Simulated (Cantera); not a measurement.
Input: 1 mol Cu₂O, 0.59 mol C, 0.11 mol N₂, held at 1675 °C and 5400 Pa.

Cantera equilibrium calculation (NASA polynomials, part measured and part estimated; ideal gas, pure solids and liquids). Candidate condensed phases: C, Cu, CuO, Cu₂O; 27 gas species. Kinetics and transport are ignored.

Base state: CO₂ 0.557, CO 0.245, N₂ 0.149, Cu 0.0485, Cu₂ 0.000167, O₂ 6.86e-5, NO 5.21e-5, O 1.58e-5 (mole fractions); condensed: Cu(l).

Problem. What changes in the equilibrium state with this change: pressure from 5400 Pa to 2200 Pa?

Solution. 
```tsv
species	before	after
CO₂	0.557	0.515
CO	0.245	0.227
N₂	0.149	0.138
Cu	0.0485	0.119
Cu₂	0.000167	0.000410
O	1.58e-5	3.88e-5
CuO	1.05e-5	2.58e-5
O₂	6.86e-5	0.000168
NO	5.21e-5	7.83e-5
Cu(l), mol	1.96	1.90
```

Problem. What changes in the equilibrium state with this change: temperature from 1675 °C to 2227 °C?

Solution. 
| species | before | after |
|---|---|---|
| Cu | 0.0485 | 0.715 |
| CO | 0.245 | 0.114 |
| CO₂ | 0.557 | 0.0987 |
| O₂ | 6.86e-5 | 0.0188 |
| N₂ | 0.149 | 0.0389 |
| O | 1.58e-5 | 0.00855 |
| CuO | 1.05e-5 | 0.00164 |
| NO | 5.21e-5 | 0.00153 |
| Cu₂ | 0.000167 | 0.00248 |
| Cu(l), mol | 1.96 | 0 |
